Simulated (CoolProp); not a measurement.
Vapour pressure (kPa) of carbon dioxide: the reference equation beside estimates from Tc = 304.1 K, pc = 7377 kPa, ω = 0.224. Clausius-Clapeyron is anchored at 236.6 K with a constant enthalpy of vaporisation of 13.91 kJ/mol.

The numbers come from the reference Helmholtz-energy equation of state, Span 1996 in CoolProp.

```json
[
 {"T (K)": "233.8", "reference": "1029", "Lee-Kesler": "1029", "Clausius-Clapeyron": "1046", "Redlich-Kwong": "1357", "Peng-Robinson": "1020"},
 {"T (K)": "236.6", "reference": "1138", "Lee-Kesler": "1138", "Clausius-Clapeyron": "1138", "Redlich-Kwong": "1482", "Peng-Robinson": "1128"},
 {"T (K)": "239.4", "reference": "1256", "Lee-Kesler": "1255", "Clausius-Clapeyron": "1236", "Redlich-Kwong": "1615", "Peng-Robinson": "1245"},
 {"T (K)": "242.1", "reference": "1378", "Lee-Kesler": "1376", "Clausius-Clapeyron": "1337", "Redlich-Kwong": "1751", "Peng-Robinson": "1366"},
 {"T (K)": "244.9", "reference": "1514", "Lee-Kesler": "1511", "Clausius-Clapeyron": "1446", "Redlich-Kwong": "1900", "Peng-Robinson": "1501"},
 {"T (K)": "247.6", "reference": "1653", "Lee-Kesler": "1650", "Clausius-Clapeyron": "1558", "Redlich-Kwong": "2052", "Peng-Robinson": "1640"},
 {"T (K)": "250.4", "reference": "1808", "Lee-Kesler": "1803", "Clausius-Clapeyron": "1681", "Redlich-Kwong": "2218", "Peng-Robinson": "1794"},
 {"T (K)": "253.2", "reference": "1973", "Lee-Kesler": "1967", "Clausius-Clapeyron": "1810", "Redlich-Kwong": "2393", "Peng-Robinson": "1958"},
 {"T (K)": "255.9", "reference": "2142", "Lee-Kesler": "2135", "Clausius-Clapeyron": "1940", "Redlich-Kwong": "2571", "Peng-Robinson": "2127"},
 {"T (K)": "258.7", "reference": "2328", "Lee-Kesler": "2320", "Clausius-Clapeyron": "2083", "Redlich-Kwong": "2764", "Peng-Robinson": "2314"},
 {"T (K)": "261.4", "reference": "2519", "Lee-Kesler": "2510", "Clausius-Clapeyron": "2226", "Redlich-Kwong": "2959", "Peng-Robinson": "2505"},
 {"T (K)": "264.2", "reference": "2729", "Lee-Kesler": "2718", "Clausius-Clapeyron": "2383", "Redlich-Kwong": "3171", "Peng-Robinson": "2716"},
 {"T (K)": "266.9", "reference": "2943", "Lee-Kesler": "2931", "Clausius-Clapeyron": "2540", "Redlich-Kwong": "3385", "Peng-Robinson": "2931"}
]
```

Absolute difference from the reference over all 13 rows, mean and median: Lee-Kesler 0.2 and 0.3 %, Clausius-Clapeyron 6.9 and 7.0 %, Redlich-Kwong 23.0 and 22.7 %, Peng-Robinson 0.7 and 0.8 %.
